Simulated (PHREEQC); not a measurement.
## Polishing slurry liquid: an equilibrium model

Solution (20 °C): 0.049 mol HNO3, 0.14 mol KNO3 and 0.016 mol H3BO3 per kg of water. Closed to the air; pH follows from the charge balance.

The numbers come from PHREEQC with the ion-association model, wateq4f.dat.

The pH comes out as 1.41, the ionic strength is 0.189 mol/kgw and the activity of water comes out as 0.993. The total alkalinity is -49.0 meq/kg.

```csv
species,molality,activity,log γ
NO3-,0.189,0.133,-0.154
K+,0.140,0.101,-0.144
H+,0.0490,0.0393,-0.096
H3BO3,0.0160,0.0167,0.019
```

Precipitation was switched off in this run.
